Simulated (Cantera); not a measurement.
Input (Python, Cantera) and output of one run.

```python
import numpy as np
import cantera as ct

gas_names = [...]  # 148 gases of nasa_gas.yaml made of Al, C, H, N, O
cond_names = """
    AL(cr) AL(L) ALN(s) AL2O3(a) AL2O3(L) C(gr) C6H6(L) C7H8(L) C8H18(L),n-octa H2O(s) H2O(L)
""".split()


# ... load() reads the species with a 1 bar reference pressure and builds the phases ...
atoms = {
    'Al(CH3)3': {'AL': 1, 'C': 3, 'H': 9},
    'N2': {'N': 2},
    'N2O': {'N': 2, 'O': 1},
}
top_T = {'ALN(s)': 2750, 'C(gr)': 4500}  # K; cautious upper limits of use, not melting points


# ... equilibrate(T, P, feed) seeds the gas with the atoms and calls Mixture.equilibrate('TP', solver="vcs", rtol=1e-11, max_steps=5000) ...
results = []
feed = {'Al(CH3)3': 1, 'N2': 0.66, 'N2O': 12}  # mol
P = 100000  # Pa
for T in [1750, 1800, 1850, 1900, 1950, 2000, 2050, 2100, 2150]:
    mix = equilibrate(T, P, feed)
    results.append((T, P, feed, dict(zip(mix.species_names, mix.species_moles))))

top = {s: max(r[3][s] / sum(r[3][g] for g in gas_names) for r in results) for s in gas_names}
cols = sorted((s for s in top if top[s] > 1e-06), key=lambda s: -top[s])[:7]
seen = [c for c in cond_names if any(r[3].get(c, 0) > 1e-12 for r in results)]
print("log10 of partial pressures in bar; condensed amounts in mol")
print(f"{'T/K':>10s}" + "".join(f"{s[:9]:>10s}" for s in cols + seen))
for T, P, feed, n in results:
    ng = sum(n[g] for g in gas_names)
    print(f"{T:10.4g}" + "".join(f"{np.log10(max(n[s] / ng * P / 1e5, 1e-99)):10.3f}" for s in cols)
          + "".join(f"{n.get(c, 0):10.4g}" for c in seen))
```

Output:

```
log10 of partial pressures in bar; condensed amounts in mol
       T/K        N2       H2O       CO2        CO        O2        H2        OH  AL2O3(a)
      1750    -0.202    -0.652    -0.830    -3.084    -3.329    -3.465    -3.785       0.5
      1800    -0.203    -0.653    -0.831    -2.928    -3.181    -3.331    -3.614       0.5
      1850    -0.203    -0.653    -0.833    -2.780    -3.041    -3.205    -3.451       0.5
      1900    -0.203    -0.654    -0.835    -2.641    -2.909    -3.085    -3.298       0.5
      1950    -0.203    -0.655    -0.838    -2.510    -2.785    -2.971    -3.152       0.5
      2000    -0.204    -0.656    -0.841    -2.386    -2.667    -2.863    -3.014       0.5
      2050    -0.204    -0.658    -0.845    -2.269    -2.556    -2.760    -2.884       0.5
      2100    -0.205    -0.660    -0.850    -2.159    -2.450    -2.662    -2.760       0.5
      2150    -0.205    -0.662    -0.857    -2.054    -2.351    -2.568    -2.642       0.5
```

Method: chemical equilibrium by Gibbs-energy minimisation in Cantera with the NASA 1993 tables (ideal gas, pure condensed phases). The feed counts by its element totals alone. Gases not in the tables: Al(OH)3.
